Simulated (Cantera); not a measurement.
**Low-pressure radical oxidation in H2/O2**

An isothermal, constant-pressure homogeneous reactor starts with H2 : O2 = 0.33 : 1 (molar parts), equivalence ratio 0.17, at 1023 K and 0.00602 atm.

Detailed kinetics in Cantera: GRI-Mech 3.0 (53 species, 325 reactions). Radical loss at walls, strong at low pressure, is not modelled. The temperature is held fixed by assumption; the heat of reaction is taken as removed at once.

```
t (s)        x H2   x O2     x H2O    x H2O2      x OH       x H
--------  -------  -----  --------  --------  --------  --------
4.00e-6     0.248  0.752    <1e-12    <1e-12    <1e-12  6.09e-12
2.05e-5     0.248  0.752    <1e-12    <1e-12    <1e-12  3.06e-11
0.000105    0.248  0.752  1.43e-11    <1e-12  1.44e-11  1.53e-10
0.000538    0.248  0.752   1.04e-9    <1e-12  2.22e-10   1.36e-9
0.00276     0.248  0.752   2.11e-6  1.32e-11   2.60e-7   1.47e-6
0.0141     0.0108  0.651     0.203   1.24e-7   0.00537    0.0816
0.0725    0.00169  0.710     0.277   2.70e-7   0.00206   0.00373
0.371     3.44e-5  0.717     0.283   1.33e-7  0.000282   1.02e-5
1.90      1.71e-6  0.717     0.283   3.16e-8   6.71e-5   1.36e-7
9.76      1.86e-7  0.717     0.283   7.75e-9   2.30e-5   5.43e-9
50.0      2.82e-8  0.717     0.283   1.81e-9   9.06e-6  3.34e-10
```
x: mole fraction; the columns are a selection and need not sum to one.

Equilibrium at this temperature and pressure: H2 7.37e-10, O2 0.717, H2O 0.283, H2O2 7.03e-11, OH 1.46e-6, H 1.45e-12 (gas phase only).
